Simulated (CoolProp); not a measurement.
Computed with CoolProp (reference Helmholtz-energy equation of state, Gao 2020).

### Question
For ammonia, give the phase and the density (kg/m³), fugacity coefficient at 107.75 °C and 14400 kPa; 212.55 °C and 14400 kPa.

### Answer
- 107.75 °C and 14400 kPa: liquid; density 467, fugacity coefficient 0.389
- 212.55 °C and 14400 kPa: supercritical; density 83.0, fugacity coefficient 0.774
